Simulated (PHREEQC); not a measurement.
0.76 g of hydrous ferric oxide (600 m²/g; 0.2 weak and 0.005 strong sites per Fe, Dzombak-Morel constants, diffuse double layer) in 1 kg of water with 0.1 mol/kgw of an inert sodium salt, at 25 °C; the pH is set by adding NaOH or the inert anion's acid. O2 is buffered at 0.21 atm. No CO2 enters from the air. Precipitation was switched off in this run.

Base run: PHREEQC, ion-association model, wateq4f.dat. Each further column changes one thing. The table gives surface charge σ (C/m²).

```csv
pH,base,background salt from 0.1 to 0.01 mol/kgw,oxide from 0.76 to 3.8 g/kgw,0.0003 mol/kgw NaH2PO4 added
4,0.321,0.218,0.322,0.238
4.5,0.273,0.162,0.274,0.200
5,0.215,0.114,0.216,0.157
6,0.111,0.050,0.112,0.075
6.5,0.074,0.030,0.074,0.045
7,0.045,0.017,0.045,0.022
7.5,0.022,0.008,0.022,0.003
8.5,-0.014,-0.005,-0.014,-0.033
9,-0.034,-0.013,-0.034,-0.051
9.5,-0.060,-0.024,-0.060,-0.070
10,-0.094,-0.041,-0.094,-0.098
11,-0.190,-0.100,-0.191,-0.191
11.5,-0.250,-0.152,-0.251,-0.250
12,-0.307,-0.230,-0.308,-0.307
```

 H3PO4, which wateq4f.dat lacks, is added to it with the constant of phreeqc.dat.
